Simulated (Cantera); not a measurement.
Input: 1 mol V₂O₅, 15 mol H₂, 3.6 mol N₂, at 28000 Pa.

These are equilibrium values from Cantera (NASA tables, ideal gas, pure condensed phases), not measurements of a reactor. Candidate condensed phases: H₂O, V, VN, VO, V₂O₃, V₂O₄, V₂O₅; 28 gas species. Condensed phases not in the tables: the oxides between V₂O₃ and V₂O₅ other than VO₂. Equilibrium is a limit: real reactors are often held back by kinetics, nucleation or transport. All values below are at 1673 K.

Base state: H₂ 0.699, N₂ 0.194, H₂O 0.108, H 0.000180 (mole fractions); condensed: V₂O₃(s).

### Question
What changes in the equilibrium state with this change: pressure from 28000 Pa to 23.0 Pa?

### Answer
```
species         before     after
------------  --------  --------
H₂               0.699     0.694
N₂               0.194     0.193
H₂O              0.108     0.107
H             0.000180   0.00625
VO₂            4.53e-7  0.000552
OH             1.33e-6   4.63e-5
V₂O₃(s), mol     1.000     0.995
```
